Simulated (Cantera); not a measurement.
What does this Cantera script print?

```python
import numpy as np
import cantera as ct

gas = ct.Solution("gri30.yaml", transport_model="mixture-averaged")
show = ['CH4', 'H2', 'N2']

rows = []
print(f"{'T/K':>7s}{'rho':>11s}{'cp':>10s}{'mu':>11s}{'lambda':>11s}{'Pr':>7s}" + "".join(f"{'D_' + s:>11s}" for s in show))
for T in [400, 500, 600, 700, 800, 900, 1000, 1100]:
    gas.TPX = T, 2666, {'C2H4': 0.61, 'H2O': 0.32, 'N2': 0.87}
    Pr = gas.cp_mass * gas.viscosity / gas.thermal_conductivity
    D = [gas.mix_diff_coeffs_mole[gas.species_index(s)] for s in show]
    rows.append([gas.density, gas.cp_mass, gas.viscosity, gas.thermal_conductivity, Pr, *D])
    print(f"{T:7g}{gas.density:11.4e}{gas.cp_mass:10.1f}{gas.viscosity:11.4e}"
          f"{gas.thermal_conductivity:11.4e}{Pr:7.3f}" + "".join(f"{d:11.4e}" for d in D))
print("SI units: kg/m3, J/kg/K, Pa s, W/m/K, m2/s")
```

Output:

```
    T/K        rho        cp         mu     lambda     Pr      D_CH4       D_H2       D_N2
    400 2.1042e-02    1451.6 1.7324e-05 3.3790e-02  0.744 1.3085e-03 4.5573e-03 1.1609e-03
    500 1.6834e-02    1588.2 2.0860e-05 4.3637e-02  0.759 1.9541e-03 6.6776e-03 1.7387e-03
    600 1.4028e-02    1715.8 2.4146e-05 5.3622e-02  0.773 2.6958e-03 9.0962e-03 2.4030e-03
    700 1.2024e-02    1827.7 2.7231e-05 6.3626e-02  0.782 3.5264e-03 1.1794e-02 3.1472e-03
    800 1.0521e-02    1923.6 3.0147e-05 7.3576e-02  0.788 4.4403e-03 1.4755e-02 3.9662e-03
    900 9.3522e-03    2009.5 3.2923e-05 8.3422e-02  0.793 5.4331e-03 1.7967e-02 4.8560e-03
   1000 8.4169e-03    2097.7 3.5577e-05 9.3133e-02  0.801 6.5011e-03 2.1421e-02 5.8132e-03
   1100 7.6518e-03    2167.8 3.8127e-05 1.0269e-01  0.805 7.6414e-03 2.5107e-02 6.8352e-03
SI units: kg/m3, J/kg/K, Pa s, W/m/K, m2/s
```

Cantera simulation using GRI-Mech 3.0 (53 species, 325 reactions); the numbers are that mechanism's predictions, not measurements. Polar gases are described roughly by these parameters. The composition is frozen, though it would react at the higher temperatures.
